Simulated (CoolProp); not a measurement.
Toluene along the isotherm 536.2 K: fugacity coefficient from the reference equation and from simpler models built on Tc = 591.7 K, pc = 41.26 bar, ω = 0.266; each cubic takes its own stable root.

The numbers come from the reference Helmholtz-energy equation of state, Lemmon 2006 in CoolProp. It is a short technical equation, of lower accuracy than the large ones.

```csv
p (bar),phase,reference
41.3,liquid,0.3965
82.5,liquid,0.2284
124,liquid,0.1742
165,liquid,0.1494
206,liquid,0.1361
248,liquid,0.1288
289,liquid,0.1252
330,liquid,0.1241
371,liquid,0.1247
413,liquid,0.1267
```

Task: How far does each simpler model (van der Waals, Redlich-Kwong, Soave-Redlich-Kwong, Peng-Robinson) lie from the reference over these 10 states: mean and median of the absolute difference, and the worst?

Result: 
- van der Waals: mean 86.3 %, median 85.4 %, worst +139.5 % at 536.2 K and 413 bar
- Redlich-Kwong: mean 24.8 %, median 25.6 %, worst +32.4 % at 536.2 K and 413 bar
- Soave-Redlich-Kwong: mean 12.8 %, median 13.3 %, worst +18.6 % at 536.2 K and 413 bar
- Peng-Robinson: mean 1.2 %, median 1.4 %, worst +1.9 % at 536.2 K and 124 bar
